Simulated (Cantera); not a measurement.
An isothermal, constant-pressure homogeneous reactor starts with NH3 : H2 = 1 : 0.95 (molar parts), at 1650 K and 0.133 bar. Integrator tolerance rtol = 1e-08.

Cantera simulation using the gas-phase N/H chemistry of the illustrative SiF4/NH3 mechanism in the Surface Chemkin manual (1991); the numbers are that mechanism's predictions, not measurements. Walls and surfaces, which speed up NH3 decomposition in real reactors, are not modelled.

Q: What does this change do: temperature 1650 to 1750 K?

A: 
```tsv
quantity	before	after
x(NH3) at 200 s	0.00765 (gas-phase equilibrium 1.69e-6)	0.000348 (gas-phase equilibrium 1.34e-6)
x(H2) at 200 s	0.825 (gas-phase equilibrium 0.830)	0.830 (gas-phase equilibrium 0.830)
x(N2H2) at 200 s	9.34e-10 (gas-phase equilibrium <1e-12)	1.21e-11 (gas-phase equilibrium <1e-12)
x(NH) at 200 s	7.70e-8 (gas-phase equilibrium 2.07e-11)	2.37e-8 (gas-phase equilibrium 9.14e-11)
x(NH2) at 200 s	4.69e-6 (gas-phase equilibrium 1.14e-9)	6.38e-7 (gas-phase equilibrium 2.45e-9)
x(H) at 200 s	0.000206 (gas-phase equilibrium 0.000228)	0.000583 (gas-phase equilibrium 0.000584)
x(N2H4) at 200 s	4.34e-11 (gas-phase equilibrium <1e-12)	<1e-12 (gas-phase equilibrium <1e-12)
```
